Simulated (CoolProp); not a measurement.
Vapour pressure (MPa) of n-heptane: the reference equation beside estimates from Tc = 541.2 K, pc = 2.774 MPa, ω = 0.349.

Model: reference Helmholtz-energy equation of state, Span 2003, in CoolProp. It is a short technical equation, of lower accuracy than the large ones.

```
T (K)   reference  Lee-Kesler  Redlich-Kwong  Soave-Redlich-Kwong  Peng-Robinson
-----  ----------  ----------  -------------  -------------------  -------------
401.2      0.2248      0.2247         0.3864               0.2247         0.2229
413.9      0.3038      0.3043         0.4907               0.3047         0.3016
426.6      0.4023      0.4035     (withheld)               0.4049         0.4001
439.2  (withheld)      0.5241         0.7543           (withheld)         0.5204
451.9      0.6687      0.6710         0.9176               0.6768         0.6677
464.6      0.8442      0.8466          1.103               0.8561         0.8447
477.3  (withheld)       1.055          1.313                1.069          1.055
489.9       1.295  (withheld)     (withheld)           (withheld)          1.301
502.6       1.581       1.583          1.807                1.605          1.590
```

### Question
Complete the blanks.

### Answer

- 426.6, Redlich-Kwong: 0.6132
- 439.2, reference: 0.5223
- 439.2, Soave-Redlich-Kwong: 0.5272
- 477.3, reference: 1.052
- 489.9, Lee-Kesler: 1.297
- 489.9, Redlich-Kwong: 1.546
- 489.9, Soave-Redlich-Kwong: 1.316

Absolute difference from the reference over all 9 rows, mean and median: Lee-Kesler 0.2 and 0.3 %, Redlich-Kwong 39.6 and 37.2 %, Soave-Redlich-Kwong 1.0 and 1.2 %, Peng-Robinson 0.4 and 0.5 %.
